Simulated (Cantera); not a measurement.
An adiabatic, constant-pressure homogeneous reactor starts with H₂ : O₂ : N₂ = 1 : 1.11 : 4.18 (molar parts), equivalence ratio 0.45, at 1700 K and 0.910 bar.

Model: the H2/O2 subset of GRI-Mech 3.0, which has no nitrogen chemistry, integrated in Cantera.

One state of this run: T (K) = 2508; x H₂ = 0.00793; x O₂ = 0.0962; x OH = 0.0243; x H₂O₂ = 2.39e-7; x H = 0.00632. x: mole fraction; the columns are a selection and need not sum to one.

Question: Which value of t (s) does it belong to?
A. 0.0346
B. 0.000165
C. 3.00e-6
D. 0.500

Answer: B, 0.000165
